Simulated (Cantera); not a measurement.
What does this Cantera script print?

```python
import numpy as np
import cantera as ct

gas_names = """
    AL ALI ALI3 ALN ALO ALO2 AL2 AL2I6 AL2O AL2O2 I I2 N NO NO2 NO3 N2 N2O O O2 O3
""".split()
cond_names = """
    AL(cr) AL(L) ALI3(s) ALI3(L) ALN(s) AL2O3(a) AL2O3(L) I2(cr) I2(L)
""".split()


def load(file, names, dense=False):
    # The tables refer to 1 bar. Condensed volumes are neglected.
    table = {s.name: s for s in ct.Species.list_from_file(file)}
    out = []
    for n in names:
        d = dict(table[n].input_data)
        d["thermo"] = dict(d["thermo"], **{"reference-pressure": 1e5})
        if dense:
            d["equation-of-state"] = {"model": "constant-volume", "density": "1e6 g/cm^3"}
        out.append(ct.Species.from_dict(d))
    return out


gas = ct.Solution(thermo="ideal-gas", species=load("nasa_gas.yaml", gas_names))
cond = {s.name: ct.Solution(thermo="fixed-stoichiometry", species=[s], name=s.name)
        for s in load("nasa_condensed.yaml", cond_names, dense=True)}
atoms = {
    'AlN': {'AL': 1, 'N': 1},
    'I2': {'I': 2},
    'O2': {'O': 2},
}
top_T = {'ALN(s)': 2750}  # K; cautious upper limits of use, not melting points


def equilibrate(T, P, feed):
    n = {}
    for name, mol in feed.items():
        for a, k in atoms[name].items():
            n[a] = n.get(a, 0.0) + k * mol
    gas.TPX = T, P, n
    mass = sum(n.values()) * gas.mean_molecular_weight
    gas.equilibrate("TP")
    valid = [c for c in cond.values() if c.min_temp <= T <= top_T.get(c.name, c.max_temp)]
    mix = ct.Mixture([(gas, mass / gas.mean_molecular_weight)] + [(c, 0.0) for c in valid])
    mix.T, mix.P = T, P
    mix.equilibrate("TP", solver="vcs", rtol=1e-11, max_steps=5000)
    return mix


results = []
feed = {'AlN': 1, 'I2': 0.19, 'O2': 0.044}  # mol
T = 875  # K
P = 1000  # Pa
mix = equilibrate(T, P, feed)
results.append((T, P, feed, dict(zip(mix.species_names, mix.species_moles))))
x = sorted(zip(gas.X, gas.species_names), reverse=True)
print(f"T = {T:g} K  P = {P:g} Pa  gas = {mix.phase_moles(0):.4g} mol")
print("   x: " + "  ".join(f"{s} {v:.3e}" for v, s in x if v > 0.0001))
print("   condensed (mol): " + ("  ".join(f"{mix.phase(i).name} {mix.phase_moles(i):.4g}"
      for i in range(1, mix.n_phases) if mix.phase_moles(i) > 1e-12) or "none"))
```

It prints:

```
T = 875 K  P = 1000 Pa  gas = 0.2238 mol
   x: ALI3 5.040e-01  N2 3.832e-01  I2 7.272e-02  I 3.999e-02  AL2I6 1.261e-04
   condensed (mol): ALN(s) 0.8285  AL2O3(a) 0.02933
```

Method: chemical equilibrium by Gibbs-energy minimisation in Cantera with the NASA 1993 tables (ideal gas, pure condensed phases).
